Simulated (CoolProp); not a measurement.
Aqueous ethanol as a coolant, at -9 °C, 1 atm.

Values from CoolProp's Melinder's fits for secondary coolants.

| mass % | freezing point (°C) | density (kg/m³) | viscosity (mPa s) | conductivity (W/(m K)) | Prandtl number |
|---|---|---|---|---|---|
| 20.9 | -11.9 | 976.9 | 9.25 | 0.435 | 92.8 |
| 25.4 | -15.8 | 973.4 | 10.6 | 0.413 | 109 |
| 29.9 | -20.0 | 969.1 | 11.5 | 0.392 | 121 |
| 34.3 | -24.3 | 963.9 | 11.9 | 0.373 | 127 |
| 38.8 | -28.5 | 957.3 | 11.9 | 0.353 | 129 |
| 43.3 | -32.4 | 949.7 | 11.5 | 0.335 | 127 |
| 47.7 | -35.9 | 941.2 | 10.8 | 0.318 | 122 |
| 52.2 | -39.2 | 931.8 | 9.98 | 0.302 | 115 |
